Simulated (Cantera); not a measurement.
Charge: 1 mol Al, 1.6 mol Cl2, at 723 K and 195 Torr.

Method: chemical equilibrium by Gibbs-energy minimisation in Cantera with the NASA 1993 tables (ideal gas, pure condensed phases). Candidate condensed phases: Al, AlCl3; 8 gas species. Kinetics and transport are ignored.

Base state: Al2Cl6 0.552, AlCl3 0.307, Cl2 0.141 (mole fractions); condensed: gas only.

Task: What changes in the equilibrium state with this change: Cl2 from 1.6 to 7.1 mol?

Result: 
```csv
species,before,after
Cl2,0.141,0.881
AlCl3,0.307,0.0809
Al2Cl6,0.552,0.0382
```

Task: What changes in the equilibrium state with this change: Cl2 from 1.6 to 6.3 mol?

Result: 
```
species  before   after
-------  ------  ------
Cl2       0.141   0.866
AlCl3     0.307  0.0886
Al2Cl6    0.552  0.0459
```
